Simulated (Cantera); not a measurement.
A perfectly stirred reactor is fed with H₂ : O₂ : N₂ = 1 : 0.82 : 9.02 (molar parts), at 0.540 bar; it is adiabatic with a 300 K inlet, and is followed from long to short residence time, starting on the burning branch (τ in s: 0.26, 0.11, 0.048, 0.021, 0.0088, 0.0038, 0.0016, 0.00069, 0.0003, 0.00013, 5.5e-05, 2.3e-05, 1e-05).

Detailed kinetics in Cantera: the H2/O2 subset of GRI-Mech 3.0, which has no nitrogen chemistry.

### Question
What does this change do: pressure from 0.540 bar to 1.01 bar?

### Answer
```csv
quantity,before,after
"blow-out, bracketed by the residence times tried","burning at 21.0 ms, out at 8.80 ms",not reached
x(H₂) at τ = 0.260 s,0.00107,0.0923
x(O₂) at τ = 0.260 s,0.0314,0.0756
x(H₂O) at τ = 0.260 s,0.0955,<1e-12
x(H₂O₂) at τ = 0.260 s,1.33e-6,<1e-12
x(OH) at τ = 0.260 s,3.99e-5,<1e-12
x(H₂) at τ = 1.60 ms,0.0923,0.0923
x(O₂) at τ = 1.60 ms,0.0756,0.0756
x(H₂O) at τ = 1.60 ms,<1e-12,<1e-12
x(H₂O₂) at τ = 1.60 ms,<1e-12,<1e-12
x(OH) at τ = 1.60 ms,<1e-12,<1e-12
state,not reached,not burning at any residence time tried
```
